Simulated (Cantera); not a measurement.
A closed system holds: 1 mol Fe3O4, 1600 mol H2, 13 mol N2, held at 0.0100 bar.

Equilibrium computed with Cantera from the NASA thermochemical tables; the gas is ideal and each condensed phase is pure. Candidate condensed phases: Fe, FeO, Fe(OH)2, Fe(OH)3, Fe2O3, Fe3O4, H2O; 27 gas species. Rates play no part.

Task: At 1175 °C, list the 4 most abundant gas species with their mole fractions, and the condensed phases.

Result: H2 0.989, N2 0.00806, H2O 0.00248, H 9.17e-5. Condensed: Fe(γ).
